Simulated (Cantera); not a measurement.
Premixed flame

A freely propagating, adiabatic, planar premixed flame of 30.0 % CO, 1.11 % H₂, 19.7 % O₂, 49.2 % N₂, equivalence ratio 0.79, unburnt at 500 K and 40000 Pa; unity-Lewis-number transport, grid criteria slope 0.08 and curve 0.16, no radiation.

Detailed kinetics in Cantera: GRI-Mech 3.0 (53 species, 325 reactions). Unity Lewis numbers drop preferential diffusion, which matters most where H2 and H carry the flame. Burning velocities carry a grid error of a few per cent, more on coarse grids.

| z (mm) | T (K) | u (m/s) | x CO | x H₂ | x O₂ | x NO | x HO₂ | x OH |
|---|---|---|---|---|---|---|---|---|
| -6.45 | 500 | 0.700 | 0.300 | 0.0111 | 0.197 | <1e-8 | <1e-8 | <1e-8 |
| -4.30 | 500 | 0.700 | 0.300 | 0.0111 | 0.197 | <1e-8 | <1e-8 | <1e-8 |
| -3.23 | 500 | 0.700 | 0.300 | 0.0111 | 0.197 | <1e-8 | 4.73e-8 | <1e-8 |
| -2.15 | 501 | 0.701 | 0.300 | 0.0111 | 0.197 | <1e-8 | 4.68e-7 | <1e-8 |
| -1.08 | 524 | 0.732 | 0.298 | 0.0109 | 0.196 | 9.24e-8 | 1.43e-5 | 2.30e-8 |
| -0.538 | 692 | 0.958 | 0.283 | 0.00935 | 0.188 | 1.06e-6 | 7.90e-5 | 2.60e-5 |
| 0 | 1149 | 1.55 | 0.227 | 0.00259 | 0.154 | 6.09e-6 | 2.44e-5 | 0.000773 |
| 0.538 | 1478 | 1.95 | 0.165 | 0.000626 | 0.114 | 1.79e-5 | 9.18e-6 | 0.00191 |
| 1.08 | 1663 | 2.17 | 0.136 | 0.000722 | 0.0971 | 3.19e-5 | 5.86e-6 | 0.00290 |
| 2.15 | 1857 | 2.39 | 0.120 | 0.000780 | 0.0915 | 5.64e-5 | 3.83e-6 | 0.00398 |
| 4.30 | 2042 | 2.59 | 0.106 | 0.000698 | 0.0886 | 0.000112 | 2.34e-6 | 0.00462 |
| 8.60 | 2211 | 2.77 | 0.0904 | 0.000568 | 0.0840 | 0.000299 | 1.42e-6 | 0.00479 |
| 17.2 | 2353 | 2.91 | 0.0749 | 0.000446 | 0.0785 | 0.000920 | 1.19e-6 | 0.00463 |
x: mole fraction of selected species; z is measured from the peak of heat release.

| Property | Value |
|---|---|
| laminar burning velocity | 70.0 cm/s |
| thermal thickness | 2.15 mm |
| peak x(HO₂) | 7.91e-5 |
| peak x(OH) | 0.00480 |
| grid points | 124 |
